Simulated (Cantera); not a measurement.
Input: 1 mol SiO₂, 420 mol H₂, equilibrated at 1825 °C and 3.40 bar.

These are equilibrium values from Cantera (NASA tables, ideal gas, pure condensed phases), not measurements of a reactor. Candidate condensed phases: H₂O, Si, SiO₂; 18 gas species. Equilibrium is a limit: real reactors are often held back by kinetics, nucleation or transport.

Base state: H₂ 0.994, H₂O 0.00237, SiO 0.00237, H 0.00166 (mole fractions); condensed: gas only.

Problem. What changes in the equilibrium state with this change: temperature from 1825 °C to 1150 °C?

Solution. 
| species | before | after |
|---|---|---|
| H₂ | 0.994 | 1.000 |
| H₂O | 0.00237 | 7.09e-6 |
| SiO | 0.00237 | 6.81e-6 |
| H | 0.00166 | 3.61e-6 |
| SiO₂(β-quartz), mol | 0 | 0.997 |
The tables hold silica as quartz up to 1696 K and as liquid above; real silica turns to tridymite and cristobalite and melts near 1996 K.

Problem. What changes in the equilibrium state with this change: SiO₂ replaced by PbO?

Solution. 
```json
[
 {"species": "H₂", "before": "0.994", "after": "0.994"},
 {"species": "Pb", "before": "0", "after": "0.00237"},
 {"species": "H₂O", "before": "0.00237", "after": "0.00237"},
 {"species": "SiO", "before": "0.00237", "after": "0"},
 {"species": "H", "before": "0.00166", "after": "0.00166"}
]
```
Further candidate phases: Pb, PbO, PbO₂, Pb₃O₄.
